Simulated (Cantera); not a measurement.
Equilibrium for carbon deposition, reforming and gasification: C6H6 + H2O + H2

Feed: 1 mol C6H6, 0.94 mol H2O, 72 mol H2, held at 220 Pa.

Method: chemical equilibrium by Gibbs-energy minimisation in Cantera with the NASA 1993 tables (ideal gas, pure condensed phases). Candidate condensed phases: C, C6H6, C7H8, C8H18, H2O; 110 gas species. Kinetics and transport are ignored.

At 275 °C nothing is condensed. From 375 °C to 875 °C the condensed part is C(graphite). The main C-bearing gas is CH4 at 275 °C and CO at 875 °C. The share of C in condensed phases is highest at 875 °C (84.3 %) and lowest at 275 °C (0.0 %).

```tsv
T (°C)	x H2	x CH4	x H2O	x CO	x CO2	x H	x C2H2 (acetylene)	n C(graphite)
275	0.901	0.0858	0.0134	2.74e-6	2.43e-6	<1e-12	<1e-12	0
375	0.935	0.0525	0.0105	0.00185	0.000331	<1e-12	<1e-12	2.05
475	0.981	0.00701	0.00208	0.01000	0.000132	6.08e-12	<1e-12	4.69
575	0.986	0.00137	0.000193	0.0120	7.27e-6	4.03e-10	8.73e-12	4.97
675	0.987	0.000368	2.57e-5	0.0122	5.74e-7	1.11e-8	2.55e-10	5.03
775	0.988	0.000125	4.97e-6	0.0122	7.29e-8	1.64e-7	3.89e-9	5.05
875	0.988	5.11e-5	1.28e-6	0.0122	1.34e-8	1.52e-6	3.67e-8	5.06
```
x: gas mole fraction; n: condensed amount in mol.
